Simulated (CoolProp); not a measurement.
Vapour-liquid equilibrium of acetone (1) + toluene (2) at 0.267 MPa; x and y are mole fractions of (1).

Model: multi-fluid Helmholtz-energy mixture model, Lemmon 2006 and Lemmon 2006; pair parameters Bell 2016, in CoolProp.

### Question
Give the bubble temperature and the first vapour's composition at x = 0.05, 0.275, 0.8. Is there an azeotrope?

### Answer
x = 0.05: 412.7 K, y = 0.217; x = 0.275: 388.7 K, y = 0.648; x = 0.8: 366.3 K, y = 0.932. No azeotrope shows between x = 0.05 and 0.95.

Pair parameters are fitted to limited data, so mixtures are less certain than the pure fluids.
